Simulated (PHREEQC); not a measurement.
Brackish or sea water

A made-up water analysis in mg/kgw, 25 °C, pH 6.78:

```csv
constituent,mg/kgw
Na,7970
K,2040
Ca,914
Mg,2550
Cl,20600
S(6) as SO4,4280
Alkalinity as HCO3,0.141
Br,83.9
Li,44.9
```

Valence states are taken as typed.

All values are PHREEQC results (Pitzer model, pitzer.dat), not measurements.

Precipitation was switched off in this run.

Problem. What activity of water does the model give?

Solution. activity of water 0.982.

Problem. In which forms is C present?

Solution. HCO3- 83 %, CO2 16 % of the C.
